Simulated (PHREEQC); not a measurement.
PHREEQC input (ion-association model, phreeqc.dat):

```
SOLUTION 1
  temp 25
  units mol/kgw
  pH 7 charge
  K 0.14
END
SELECTED_OUTPUT 1
  -reset false
  -pH true
  -pe true
  -ionic_strength true
  -water true
  -totals K Hdg
  -molalities H+ K+ OH-
USER_PUNCH 1
  -headings p_Hdg(g) phi_Hdg(g) p_H2O(g) phi_H2O(g) density
  10 PUNCH PR_P("Hdg(g)"), PR_PHI("Hdg(g)"), PR_P("H2O(g)"), PR_PHI("H2O(g)"), RHO
PRINT
  -reset false
USE solution 1
REACTION_TEMPERATURE 1
  10
GAS_PHASE 1
  -fixed_pressure
  -pressure 10
  -temperature 10
  -volume 20
  Hdg(g) 10
  H2O(g) 0
END
# ... the last block is repeated for the other 8 points of T (°C)
```

Selected output (columns that matter, 9 of 9 rows; T (°C) added in front):

```
T (°C)	pH	mu	K	Hdg	m_H+	m_K+	m_OH-	p_Hdg(g)	phi_Hdg(g)	p_H2O(g)	phi_H2O(g)	density
10	13.546	0.14003	0.14003	0.008449	3.4935e-14	0.14003	0.14003	9.9871	1.0025	0.012886	0.95548	1.0072
20	13.177	0.14005	0.14005	0.0078225	8.1818e-14	0.14005	0.14005	9.9757	1.0026	0.02429	0.95883	1.0055
30	12.844	0.14009	0.14009	0.0073932	1.7674e-13	0.14009	0.14009	9.9563	1.0027	0.043741	0.96169	1.0028
40	12.542	0.14015	0.14015	0.0071096	3.5533e-13	0.14015	0.14015	9.9244	1.0027	0.075585	0.96405	0.99932
50	12.268	0.14024	0.14024	0.0069356	6.7005e-13	0.14024	0.14024	9.8742	1.0027	0.12583	0.96588	0.9951
60	12.02	0.14038	0.14038	0.0068439	1.1928e-12	0.14038	0.14038	9.7975	1.0028	0.20249	0.96716	0.99024
70	11.794	0.14058	0.14058	0.0068118	2.0156e-12	0.14058	0.14058	9.684	1.0029	0.31598	0.96785	0.98481
80	11.588	0.14088	0.14088	0.0068182	3.2483e-12	0.14088	0.14088	9.5206	1.003	0.47941	0.9679	0.97886
90	11.402	0.1413	0.1413	0.0068409	5.0119e-12	0.1413	0.1413	9.2911	1.0031	0.70895	0.96727	0.97242
```

Complexes and solids missing from the database can't appear. At this temperature some constants are extrapolated from 25 °C, and those without enthalpy data are left unchanged.
